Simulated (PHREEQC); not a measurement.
PHREEQC input (ion-association model, wateq4f.dat):

```
SOLUTION_MASTER_SPECIES
  An  An-  0  An  62.0  # stands for a non-complexing anion
SOLUTION_SPECIES
  An- = An-
    -log_k 0
    -gamma 3.0 0
  SO4-2 + 10H+ + 8e- = H2S + 4H2O  # shut off: sulfate is not reduced
    -log_k -100
    -delta_h 0
    -analytic -100
PHASES
  Fix_H+
    H+ = H+
    -log_k 0
SOLUTION 1
  temp 25
  units mmol/kgw
  pH 7 charge
  Cl 0.0092
  Mn(2) 0.0046
  S(6) 0.047
  Ag 0.094
  Na 5
  An 5
END
SELECTED_OUTPUT 1
  -reset false
  -pH true
  -pe true
  -ionic_strength true
  -water true
  -totals Ag Cl Mn Na S Mn(2) Mn(3) Mn(6) Mn(7) S(-2)
    S(6)
  -molalities Hfo_wOH Hfo_wOH2+ Hfo_wO- Hfo_sOH Hfo_sOH2+ Hfo_sO- Hfo_sOAg Hfo_wOAg Hfo_wSO4- Hfo_wOHSO4-2
    Hfo_sOMn+ Hfo_wOMn+
  -saturation_indices Pyrochroite Cerargyrite Ag2O Ag2SO4 Halite Mirabilite
USER_PUNCH 1
  -headings sigma psi
  10 PUNCH EDL("sigma", "Hfo"), EDL("psi", "Hfo")
PRINT
  -reset false
USE solution 1
SURFACE 1
  Hfo_wOH 0.000921348 600 0.41
  Hfo_sOH 2.30337e-05
EQUILIBRIUM_PHASES 1
  Fix_H+ -4 HAn 10
    -force_equality true
END
# ... the last block is repeated for the other 12 points of pH, with NaOH or the acid as the point needs
```

Selected output (columns that matter, 13 of 13 rows; pH added in front):

```
pH	mu	Ag	Mn	Na	S	m_Hfo_wOH	m_Hfo_wOH2+	si_Pyrochroite	si_Cerargyrite	si_Ag2O	si_Halite	si_Mirabilite	sigma	psi
4	0.0054258	9.3838e-05	4.5999e-06	0.005	7.8058e-09	0.00037484	0.00049298	-12.669	0.5523	-12.715	-9.0473	-11.81	0.16626	0.18759
4.5	0.00529	9.3366e-05	4.5993e-06	0.005	2.7111e-08	0.00047627	0.00038458	-11.667	0.551	-11.718	-9.0464	-11.265	0.11774	0.17054
5	0.0052167	9.1874e-05	4.5948e-06	0.005	1.1974e-07	0.00054917	0.00030243	-10.667	0.5453	-10.732	-9.0451	-10.618	0.079496	0.15079
5.5	0.0051703	8.8199e-05	4.5651e-06	0.005	6.3912e-07	0.00059674	0.00024486	-9.6692	0.53	-9.7671	-9.0427	-9.8897	0.051361	0.12878
6	0.0051398	8.2188e-05	4.413e-06	0.005	3.6785e-06	0.00062905	0.00020437	-8.6837	0.503	-8.8284	-9.0389	-9.129	0.032037	0.1052
6.5	0.0051279	7.6279e-05	3.9116e-06	0.005	1.5822e-05	0.00066173	0.00016787	-7.7365	0.4742	-7.8934	-9.0352	-8.4951	0.019857	0.081973
7	0.0051286	7.2048e-05	2.8389e-06	0.005	3.4953e-05	0.00069106	0.00013364	-6.8766	0.4518	-6.9432	-9.0327	-8.1509	0.012016	0.059367
7.5	0.005135	6.6655e-05	1.224e-06	0.0050148	4.4839e-05	0.00069866	0.00011409	-6.2426	0.4212	-6.0111	-9.0281	-8.0402	0.0060048	0.034134
8	0.0051468	5.5092e-05	2.4758e-07	0.0050454	4.6739e-05	0.0006913	0.0001041	-5.9375	0.3455	-5.1769	-9.0183	-8.017	0.0010904	0.0066384
8.5	0.0051559	3.6334e-05	3.3116e-08	0.0050793	4.6971e-05	0.00067668	9.5801e-05	-5.8132	0.1764	-4.539	-9.0034	-8.0092	-0.0036027	-0.021355
9	0.0051709	1.7811e-05	3.9495e-09	0.00512	4.6997e-05	0.00066131	8.6912e-05	-5.7429	-0.1216	-4.1592	-8.9879	-8.0022	-0.0093264	-0.049021
9.5	0.0052049	6.9007e-06	4.77e-10	0.0051753	4.6999e-05	0.0006498	7.6728e-05	-5.6797	-0.5272	-3.9849	-8.9761	-7.9934	-0.017553	-0.075848
10	0.005295	2.3914e-06	6.5067e-11	0.0052858	4.7e-05	0.00063845	6.4208e-05	-5.5995	-0.9877	-3.9114	-8.9644	-7.9768	-0.030061	-0.1013
```

Along this series the solution becomes supersaturated in solids that the run did not let form, among them Cerargyrite. Species that the database lacks are ignored.
